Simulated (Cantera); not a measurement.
What does this Cantera script print?

```python
import numpy as np
import cantera as ct

gas_names = """
    N NO NO2 NO3 N2 N2O O O2 O3 S SN SO SO2 SO3 S2 S2O S8
""".split()
cond_names = """
    S(cr1) S(cr2) S(L)
""".split()


# ... load() reads the species with a 1 bar reference pressure and builds the phases ...
atoms = {
    'S': {'S': 1},
    'O2': {'O': 2},
    'N2': {'N': 2},
}
top_T = {}  # K; cautious upper limits of use, not melting points


# ... equilibrate(T, P, feed) seeds the gas with the atoms and calls Mixture.equilibrate('TP', solver="vcs", rtol=1e-11, max_steps=5000) ...
results = []
feed = {'S': 1, 'O2': 0.028, 'N2': 0.32}  # mol
T = 3373  # K
P = 480000  # Pa
mix = equilibrate(T, P, feed)
results.append((T, P, feed, dict(zip(mix.species_names, mix.species_moles))))
x = sorted(zip(gas.X, gas.species_names), reverse=True)
print(f"T = {T:g} K  P = {P:g} Pa  gas = {mix.phase_moles(0):.4g} mol")
print("   x: " + "  ".join(f"{s} {v:.3e}" for v, s in x if v > 0.0001))
print("   condensed (mol): " + ("  ".join(f"{mix.phase(i).name} {mix.phase_moles(i):.4g}"
      for i in range(1, mix.n_phases) if mix.phase_moles(i) > 1e-12) or "none"))
```

It prints:

```
T = 3373 K  P = 480000 Pa  gas = 0.9377 mol
   x: S2 4.066e-01  N2 3.402e-01  S 1.945e-01  SO 5.155e-02  SO2 2.576e-03  S2O 1.527e-03  SN 1.488e-03  O 8.769e-04  NO 5.561e-04
   condensed (mol): none
```

Equilibrium computed with Cantera from the NASA thermochemical tables; the gas is ideal and each condensed phase is pure.
